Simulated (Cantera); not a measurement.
A Cantera script and its output.

```python
import numpy as np
import cantera as ct

gas = ct.Solution("gri30.yaml")
gas.TPX = 1350, 16000, {'H2': 0.7, 'O2': 1, 'N2': 1.1}
reactor = ct.IdealGasConstPressureReactor(gas, energy="off", clone=False)
net = ct.ReactorNet([reactor])
net.rtol, net.atol = 1e-08, 1e-18
show = ['H2', 'O2', 'H', 'H2O', 'H2O2']
times = np.geomspace(0.0003, 20, 12)

steps = ct.SolutionArray(gas, extra=["t"])
rows = []
print(f"{'t/s':>10s}{'T/K':>9s}{'P/Pa':>11s}" + "".join(f"{s:>11s}" for s in show))
for t in times:
    while net.time < t:
        t_next = net.step()
        steps.append(gas.state, t=t_next)
    rows.append([np.interp(t, steps.t, y) for y in (steps.T, steps.P, *steps(*show).X.T)])
    print(f"{t:10.3e}{rows[-1][0]:9.1f}{rows[-1][1]:11.4g}" + "".join(f"{x:11.3e}" for x in rows[-1][2:]))
rate = np.gradient(steps.T, steps.t)
print("integrator steps:", len(steps.t))
if steps.T.max() > steps.T[0] + 200:
    print(f"time of steepest temperature rise: {steps.t[rate.argmax()]:.4e} s")
gas.TPX = 1350, 16000, {'H2': 0.7, 'O2': 1, 'N2': 1.1}
gas.equilibrate("TP")
print(f"equilibrium (TP): T = {gas.T:.1f} K  " + "  ".join(f"{s} {gas[s].X[0]:.3e}" for s in show))
```

It prints:

```
       t/s      T/K       P/Pa         H2         O2          H        H2O       H2O2
 3.000e-04   1350.0    1.6e+04  1.201e-02  2.533e-01  2.712e-02  2.434e-01  2.848e-06
 8.235e-04   1350.0    1.6e+04  2.118e-03  2.625e-01  1.665e-03  2.792e-01  1.812e-06
 2.260e-03   1350.0    1.6e+04  2.180e-04  2.647e-01  5.347e-05  2.846e-01  5.818e-07
 6.205e-03   1350.0    1.6e+04  3.105e-05  2.651e-01  3.103e-06  2.854e-01  1.798e-07
 1.703e-02   1350.0    1.6e+04  6.551e-06  2.652e-01  3.236e-07  2.856e-01  6.034e-08
 4.675e-02   1350.0    1.6e+04  1.791e-06  2.653e-01  4.852e-08  2.856e-01  2.170e-08
 1.283e-01   1350.0    1.6e+04  6.102e-07  2.653e-01  9.925e-09  2.857e-01  8.805e-09
 3.523e-01   1350.0    1.6e+04  3.188e-07  2.653e-01  3.788e-09  2.857e-01  5.120e-09
 9.670e-01   1350.0    1.6e+04  2.852e-07  2.653e-01  3.207e-09  2.857e-01  4.673e-09
 2.654e+00   1350.0    1.6e+04  2.849e-07  2.653e-01  3.202e-09  2.857e-01  4.669e-09
 7.286e+00   1350.0    1.6e+04  2.849e-07  2.653e-01  3.202e-09  2.857e-01  4.669e-09
 2.000e+01   1350.0    1.6e+04  2.849e-07  2.653e-01  3.202e-09  2.857e-01  4.669e-09
integrator steps: 1857
equilibrium (TP): T = 1350.0 K  H2 2.850e-07  O2 2.651e-01  H 3.202e-09  H2O 2.857e-01  H2O2 4.667e-09
```

Cantera simulation using GRI-Mech 3.0 (53 species, 325 reactions); the numbers are that mechanism's predictions, not measurements. The temperature is held fixed by assumption; the heat of reaction is taken as removed at once.
